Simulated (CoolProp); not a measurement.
Octamethylcyclotetrasiloxane (D4) at 455.01 K and 0.0953 MPa is throttled through a valve to 0.0576 MPa with no heat exchange. Each further row changes one setting.

Model: reference Helmholtz-energy equation of state, Thol 2015, in CoolProp.

| case | temperature change (K) | final density (kg/m³) |
|---|---|---|
| as stated | -0.8 | 4.71 |
| outlet pressure 0.0173 MPa | -1.6 | 1.38 |
| outlet pressure 0.0749 MPa | -0.4 | 6.21 |
